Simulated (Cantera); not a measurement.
## Ignition delay

Mixture: CH3OH : O2 : N2 = 1 : 1.61 : 6.06 (molar parts), at 750 Torr, adiabatic and at constant pressure. Ignition delay is the time to a rise of 400 K.

Computed with Cantera and GRI-Mech 3.0 (53 species, 325 reactions). GRI-Mech 3.0 was tuned for natural gas; its chemistry of methanol as a main component is partial and can be far from experiment.

```tsv
T0 (K)	delay (ms)
1075	98.0
1125	36.4
1175	14.8
1225	6.51
1275	3.09
1325	1.56
1375	0.845
1425	0.483
1475	0.291
```

| Item | Value |
|---|---|
| apparent activation energy between 1375 and 1475 K | 180 kJ/mol |
